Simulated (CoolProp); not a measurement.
Computed with CoolProp (reference Helmholtz-energy equation of state, Lemmon 2006). It is a short technical equation, of lower accuracy than the large ones.

Q: For R141b, give the phase and the cp (kJ/(kg K)), cv (kJ/(kg K)), speed of sound (m/s) at 42.55 °C and 114 kPa; 195.35 °C and 46.3 kPa.

A: 
- 42.55 °C and 114 kPa: gas; cp 0.821, cv 0.732, speed of sound 152
- 195.35 °C and 46.3 kPa: gas; cp 0.968, cv 0.896, speed of sound 189
